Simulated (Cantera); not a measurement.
What does this Cantera script print?

```python
import numpy as np
import cantera as ct

gas_names = """
    N NO NO2 NO3 N2 N2O O O2 O3 Pb PbO Pb2
""".split()
cond_names = """
    Pb(cr) Pb(L) PbO(rd) PbO(yw) PbO(L) PbO2(s) Pb3O4(s)
""".split()


# ... load() reads the species with a 1 bar reference pressure and builds the phases ...
atoms = {
    'Pb': {'Pb': 1},
    'O2': {'O': 2},
    'N2': {'N': 2},
}
top_T = {'Pb3O4(s)': 820}  # K; cautious upper limits of use, not melting points


# ... equilibrate(T, P, feed) seeds the gas with the atoms and calls Mixture.equilibrate('TP', solver="vcs", rtol=1e-11, max_steps=5000) ...
results = []
feed = {'Pb': 1, 'O2': 0.02, 'N2': 78}  # mol
P = 24  # Pa
for T in [775, 875, 975, 1075, 1175, 1275, 1375]:
    mix = equilibrate(T, P, feed)
    results.append((T, P, feed, dict(zip(mix.species_names, mix.species_moles))))
    x = sorted(zip(gas.X, gas.species_names), reverse=True)
    print(f"T = {T:g} K  P = {P:g} Pa  gas = {mix.phase_moles(0):.4g} mol")
    print("   x: " + "  ".join(f"{s} {v:.3e}" for v, s in x if v > 0.0001))
    print("   condensed (mol): " + ("  ".join(f"{mix.phase(i).name} {mix.phase_moles(i):.4g}"
          for i in range(1, mix.n_phases) if mix.phase_moles(i) > 1e-12) or "none"))
```

Output:

```
T = 775 K  P = 24 Pa  gas = 78.01 mol
   x: N2 9.999e-01  Pb 1.037e-04
   condensed (mol): Pb(L) 0.9519  PbO(yw) 0.03999
T = 875 K  P = 24 Pa  gas = 78.22 mol
   x: N2 9.972e-01  Pb 2.809e-03
   condensed (mol): Pb(L) 0.7403  PbO(yw) 0.03916
T = 975 K  P = 24 Pa  gas = 79 mol
   x: N2 9.873e-01  Pb 1.215e-02  PbO 5.063e-04
   condensed (mol): none
T = 1075 K  P = 24 Pa  gas = 79 mol
   x: N2 9.873e-01  Pb 1.215e-02  PbO 5.062e-04
   condensed (mol): none
T = 1175 K  P = 24 Pa  gas = 79 mol
   x: N2 9.873e-01  Pb 1.215e-02  PbO 5.047e-04
   condensed (mol): none
T = 1275 K  P = 24 Pa  gas = 79 mol
   x: N2 9.873e-01  Pb 1.216e-02  PbO 4.951e-04
   condensed (mol): none
T = 1375 K  P = 24 Pa  gas = 79 mol
   x: N2 9.873e-01  Pb 1.220e-02  PbO 4.541e-04
   condensed (mol): none
```

These are equilibrium values from Cantera (NASA tables, ideal gas, pure condensed phases), not measurements of a reactor.
